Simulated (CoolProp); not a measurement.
Vapour-liquid equilibrium of R134a (1) + R141b (2) at 3.39 bar; x and y are mole fractions of (1).

Computed with CoolProp (multi-fluid Helmholtz-energy mixture model, Tillner-Roth 1994 and Lemmon 2006; pair parameters Bell 2016).

Question: Give the bubble temperature and the first vapour's composition at x = 0.15, 0.35, 0.95. Is there an azeotrope?

Answer: x = 0.15: 315.7 K, y = 0.610; x = 0.35: 297.5 K, y = 0.829; x = 0.95: 278.4 K, y = 0.988. No azeotrope shows between x = 0.05 and 0.95.

The pair parameters rest on a limited set of measurements; away from them the model extrapolates.
